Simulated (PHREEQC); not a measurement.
# Sulfide liquor

Dissolve 0.16 mol NaHS per kg of water at 80 °C. Closed to the air; pH follows from the charge balance.

The numbers come from PHREEQC with the ion-association model, wateq4f.dat.

pH: 8.70
ionic strength: 0.161 mol/kgw
total alkalinity: 160 meq/kg

```tsv
species	molality	activity	log γ
Na+	0.160	0.117	-0.136
HS-	0.159	0.111	-0.155
H2S	0.000742	0.000770	0.016
S-2	0.000568	0.000162	-0.546
OH-	0.000174	0.000122	-0.155
H+	2.53e-9	1.99e-9	-0.103
```

This is a speciation only: nothing precipitates in the calculation. Constants without temperature data keep their 25 °C values here. The polysulfide entries of wateq4f.dat were taken out for this run.
